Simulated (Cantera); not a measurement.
Charge: 1 mol SiH2Cl2, 0.016 mol C2H2, 40 mol H2, equilibrated at 2.60 mbar.

Cantera equilibrium calculation (NASA polynomials, part measured and part estimated; ideal gas, pure solids and liquids). Candidate condensed phases: C, C6H6, C7H8, C8H18, Si, SiC; 109 gas species. Mutual solubility and eutectic melting of coexisting phases are not modelled. The tables' values for SiCl3 are old estimates; treat these amounts as uncertain. The numbers say what is thermodynamically allowed, not how fast it happens.

x: gas mole fraction; n: condensed amount in mol.

```
T (°C)   x H2   x HCl   x SiCl4     x SiCl2  n Si(s)  n SiC(s)
------  -----  ------  --------  ----------  -------  --------
700     0.972  0.0200   0.00528  (withheld)    0.643    0.0320
750     0.967  0.0272   0.00334  (withheld)    0.708    0.0320
800     0.962  0.0334   0.00164  (withheld)    0.759    0.0320
850     0.959  0.0371  0.000616  (withheld)    0.786    0.0320
900     0.957  0.0386  0.000201  (withheld)    0.795    0.0320
950     0.957  0.0389   6.47e-5     0.00386    0.794    0.0320
1000    0.957  0.0389   2.19e-5     0.00409    0.789    0.0320
```

Q: Complete the blanks.

A: 
- 700, x SiCl2: 0.000662
- 750, x SiCl2: 0.00137
- 800, x SiCl2: 0.00226
- 850, x SiCl2: 0.00303
- 900, x SiCl2: 0.00354
